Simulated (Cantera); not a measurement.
A closed system holds: 1 mol MgO, 0.21 mol SO3, 2.3 mol O2, at 24.0 mbar.

These are equilibrium values from Cantera (NASA tables, ideal gas, pure condensed phases), not measurements of a reactor. Candidate condensed phases: Mg, MgO, MgS, MgSO4, S; 14 gas species. Mutual solubility and eutectic melting of coexisting phases are not modelled. Kinetics and transport are ignored.

Which condensed phases are stable at each of these points (T (K)): 1000, 1050, 1100, 1150, 1200, 1250, 1300, 1350, 1400, 1450, 1500, 1550, 1600?


```csv
T (K),condensed phases,Mg condensed (%)
1000,MgO(s) + MgSO4(s),100.0
1050,MgO(s) + MgSO4(s),100.0
1100,MgO(s) + MgSO4(s),100.0
1150,MgO(s),100.0
1200,MgO(s),100.0
1250,MgO(s),100.0
1300,MgO(s),100.0
1350,MgO(s),100.0
1400,MgO(s),100.0
1450,MgO(s),100.0
1500,MgO(s),100.0
1550,MgO(s),100.0
1600,MgO(s),100.0
```

From 1000 K to 1100 K the condensed part is MgO(s) + MgSO4(s). From 1150 K to 1600 K the condensed part is MgO(s).
